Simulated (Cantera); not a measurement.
Mixture: C3H8 : O2 : N2 : H2O = 0.74 : 12.2 : 45.9 : 2.1 (molar parts), equivalence ratio 0.30, at 10.0 bar, adiabatic and at constant pressure. Ignition delay is the time to a rise of 400 K.

Model: GRI-Mech 3.0 (53 species, 325 reactions), integrated in Cantera. GRI-Mech 3.0 was tuned for natural gas; its chemistry of propane as a main component is partial and can be far from experiment.

### Question
Predict: delay at 1150 K; delay at 1250 K; delay at 1350 K; delay at 1450 K; apparent activation energy between 1400 and 1500 K.

### Answer
```json
{
 "delay at 1150 K": "3.29 ms",
 "delay at 1250 K": "0.597 ms",
 "delay at 1350 K": "0.132 ms",
 "delay at 1450 K": "37.9 µs",
 "apparent activation energy between 1400 and 1500 K": "190 kJ/mol"
}
```
